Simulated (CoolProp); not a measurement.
Vapour-liquid equilibrium of n-hexane (1) + toluene (2) at 120 kPa; x and y are mole fractions of (1).

Computed with CoolProp (multi-fluid Helmholtz-energy mixture model, Thol 2019 and Lemmon 2006; pair parameters Bell 2016).

```tsv
x	bubble temperature (K)	y at the bubble point	dew temperature at overall composition x (K)	liquid density (mol/L)
0.05	384.4	0.177	388.3	8.343
0.125	377.8	0.363	386.0	8.261
0.2	372.7	[?]	383.6	8.167
0.275	368.6	0.586	381.0	8.065
0.35	365.2	0.659	378.3	7.960
0.425	362.3	0.717	375.5	7.852
0.5	359.8	0.767	372.4	7.743
0.575	357.5	0.810	369.1	7.635
0.65	355.4	0.848	365.6	7.528
0.725	353.5	[?]	361.9	7.423
0.8	[?]	0.917	358.0	7.319
0.875	350.0	0.949	354.0	7.218
0.95	348.4	0.980	350.0	7.119
```

Task: What belongs in the gaps?

Result: 
- 0.2, y at the bubble point: 0.492
- 0.725, y at the bubble point: 0.883
- 0.8, bubble temperature (K): 351.7

No azeotrope shows between x = 0.05 and 0.95.

Pair parameters are fitted to limited data, so mixtures are less certain than the pure fluids.
